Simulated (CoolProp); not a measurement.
Properties of R227EA along the isotherm 240.6 K (Tc = 374.9 K, pc = 2.925 MPa, ω = 0.358).

The numbers come from the reference Helmholtz-energy equation of state, Lemmon 2016 in CoolProp.

```tsv
p (MPa)	phase	density (kg/m³)	cp (kJ/(kg K))	Joule-Thomson coefficient (K/MPa)	isothermal compressibility (1/MPa)	fugacity coefficient
0.399	liquid	1600	1.049	-0.3024	0.002050	0.1179
0.798	liquid	1601	1.048	-0.3042	0.002031	0.06023
1.2	liquid	1603	1.047	-0.3059	0.002011	0.04091
1.6	liquid	1604	1.046	-0.3076	0.001992	0.03134
1.99	liquid	1605	1.045	-0.3092	0.001974	0.02573
2.39	liquid	1606	1.044	-0.3108	0.001956	0.02188
2.79	liquid	1608	1.044	-0.3123	0.001938	0.01914
3.19	liquid	1609	1.043	-0.3139	0.001920	0.01710
3.59	liquid	1610	1.042	-0.3154	0.001903	0.01552
3.99	liquid	1611	1.041	-0.3169	0.001886	0.01426
4.39	liquid	1613	1.041	-0.3183	0.001870	0.01324
```
